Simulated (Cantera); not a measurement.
What does this Cantera script print?

```python
import numpy as np
import cantera as ct

gas_names = """
    CL CL2 H HCL H2 Si SiCL SiCL2 SiCL3 SiCL4 SiH SiHCL3 SiH2 SiH2CL2 SiH3 SiH3CL SiH4 Si2 Si3
""".split()
cond_names = """
    Si(cr) Si(L)
""".split()


def load(file, names, dense=False):
    # The tables refer to 1 bar. Condensed volumes are neglected.
    table = {s.name: s for s in ct.Species.list_from_file(file)}
    out = []
    for n in names:
        d = dict(table[n].input_data)
        d["thermo"] = dict(d["thermo"], **{"reference-pressure": 1e5})
        if dense:
            d["equation-of-state"] = {"model": "constant-volume", "density": "1e6 g/cm^3"}
        out.append(ct.Species.from_dict(d))
    return out


gas = ct.Solution(thermo="ideal-gas", species=load("nasa_gas.yaml", gas_names))
cond = {s.name: ct.Solution(thermo="fixed-stoichiometry", species=[s], name=s.name)
        for s in load("nasa_condensed.yaml", cond_names, dense=True)}
atoms = {
    'Si2Cl6': {'Si': 2, 'CL': 6},
    'Cl2': {'CL': 2},
    'H2': {'H': 2},
}
top_T = {}  # K; cautious upper limits of use, not melting points


def equilibrate(T, P, feed):
    n = {}
    for name, mol in feed.items():
        for a, k in atoms[name].items():
            n[a] = n.get(a, 0.0) + k * mol
    gas.TPX = T, P, n
    mass = sum(n.values()) * gas.mean_molecular_weight
    gas.equilibrate("TP")
    valid = [c for c in cond.values() if c.min_temp <= T <= top_T.get(c.name, c.max_temp)]
    mix = ct.Mixture([(gas, mass / gas.mean_molecular_weight)] + [(c, 0.0) for c in valid])
    mix.T, mix.P = T, P
    mix.equilibrate("TP", solver="vcs", rtol=1e-11, max_steps=5000)
    return mix


results = []
feed = {'Si2Cl6': 1, 'Cl2': 0.0064, 'H2': 900}  # mol
P = 10000  # Pa
for T in [873, 1023, 1173, 1323, 1473, 1623, 1773]:
    mix = equilibrate(T, P, feed)
    results.append((T, P, feed, dict(zip(mix.species_names, mix.species_moles))))

top = {s: max(r[3][s] / sum(r[3][g] for g in gas_names) for r in results) for s in gas_names}
cols = sorted((s for s in top if top[s] > 0.0001), key=lambda s: -top[s])[:9]
seen = [c for c in cond_names if any(r[3].get(c, 0) > 1e-12 for r in results)]
print("log10 of partial pressures in bar; condensed amounts in mol")
print(f"{'T/K':>10s}" + "".join(f"{s[:9]:>10s}" for s in cols + seen))
for T, P, feed, n in results:
    ng = sum(n[g] for g in gas_names)
    print(f"{T:10.4g}" + "".join(f"{np.log10(max(n[s] / ng * P / 1e5, 1e-99)):10.3f}" for s in cols)
          + "".join(f"{n.get(c, 0):10.4g}" for c in seen))
```

Output:

```
log10 of partial pressures in bar; condensed amounts in mol
       T/K        H2       HCL         H    SiHCL3     SiCL4     SiCL2    Si(cr)     Si(L)
       873    -1.001    -3.758   -10.831    -4.123    -4.210    -6.412    0.6778         0
      1023    -1.002    -3.293    -8.884    -4.611    -4.829    -5.334     1.544         0
      1173    -1.003    -3.197    -7.430    -5.716    -6.277    -5.034     1.879         0
      1323    -1.003    -3.193    -6.301    -6.775    -7.670    -4.946     1.892         0
      1473    -1.003    -3.194    -5.399    -7.629    -8.793    -4.888      1.88         0
      1623    -1.003    -3.196    -4.662    -8.323    -9.707    -4.845     1.861         0
      1773    -1.003    -3.195    -4.048    -8.964   -10.526    -4.880         0     1.827
```

Method: chemical equilibrium by Gibbs-energy minimisation in Cantera with the NASA 1993 tables (ideal gas, pure condensed phases). The feed counts by its element totals alone. The tables' values for SiCl3 are old estimates; treat these amounts as uncertain. Gases not in the tables: Si2H6 and higher silanes.
